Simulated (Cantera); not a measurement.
## Thermodynamics of sublimation and decomposition of ceramics, feed Si3N4 + H2 + C + NH3

A closed system holds: 1 mol Si3N4, 6.4 mol H2, 0.36 mol C, 1.6 mol NH3, equilibrated at 1.30 bar.

Equilibrium computed with Cantera from the NASA thermochemical tables; the gas is ideal and each condensed phase is pure. Candidate condensed phases: C, C6H6, C7H8, C8H18, Si, SiC, Si3N4; 105 gas species. Mutual solubility and eutectic melting of coexisting phases are not modelled. The tables' values for SiN are old estimates; treat these amounts as uncertain. Gases not in the tables: Si2H6 and higher silanes. Equilibrium is a limit: real reactors are often held back by kinetics, nucleation or transport.

At 1225 °C the condensed part is C(graphite) + Si3N4(s). From 1325 °C to 1625 °C the condensed part is SiC(s) + Si3N4(s). At 1725 °C the condensed part is Si(l) + SiC(s) + Si3N4(s). From 1825 °C to 2325 °C the condensed part is Si(l) + SiC(s).

```
T (°C)   x H2    x N2       x H     x HCN  n C(graphite)  n Si3N4(s)  n SiC(s)  n Si(l)
------  -----  ------  --------  --------  -------------  ----------  --------  -------
1225    0.913  0.0834   1.44e-5  0.000288          0.330        1.00         0        0
1325    0.894   0.105   4.41e-5  0.000391              0       0.885     0.345        0
1425    0.894   0.105  0.000120  0.000330              0       0.882     0.353        0
1525    0.894   0.105  0.000292  0.000283              0       0.881     0.356        0
1625    0.894   0.105  0.000648  0.000248              0       0.881     0.357        0
1725    0.875   0.123   0.00132  0.000261              0       0.781     0.357    0.300
1825    0.756   0.241   0.00235  0.000703              0           0     0.351     2.65
1925    0.754   0.240   0.00424   0.00136              0           0     0.342     2.65
2025    0.750   0.239   0.00727   0.00247              0           0     0.326     2.65
2125    0.743   0.237    0.0119   0.00425              0           0     0.298     2.66
2225    0.733   0.234    0.0187   0.00696              0           0     0.250     2.67
2325    0.717   0.229    0.0283    0.0109              0           0     0.167     2.66
```
x: gas mole fraction; n: condensed amount in mol.
